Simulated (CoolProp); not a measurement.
A simple Rankine cycle with cyclohexane: condensing at 297.15 K, boiler at 2.64 MPa, turbine inlet 534.7 K, turbine efficiency 0.85, pump efficiency 0.6, no recuperator. Each further row changes one setting.

Model: reference Helmholtz-energy equation of state, Zhou 2014, in CoolProp.

| case | thermal efficiency (%) | net work (kJ/kg) | heat in (kJ/kg) | turbine exit temperature (K) | volume ratio over the turbine |
|---|---|---|---|---|---|
| as stated | 24.3 | 187 | 770 | 417.5 | [?] |
| turbine inlet 554.7 K | 24.1 | 199 | [?] | [?] | 231 |
| condensing temperature 289.15 K | 25.5 | 200 | 784 | [?] | 353 |
| boiler pressure 1.85 MPa | 23.2 | 185 | 795 | 432.2 | 151 |
| turbine efficiency 0.75 | 21.4 | 164 | 770 | [?] | 253 |

Question: Complete the blanks.

Answer: 
- as stated, volume ratio over the turbine: 246
- turbine inlet 554.7 K, heat in (kJ/kg): 828
- turbine inlet 554.7 K, turbine exit temperature (K): 441.4
- condensing temperature 289.15 K, turbine exit temperature (K): 410.8
- turbine efficiency 0.75, turbine exit temperature (K): 429.4
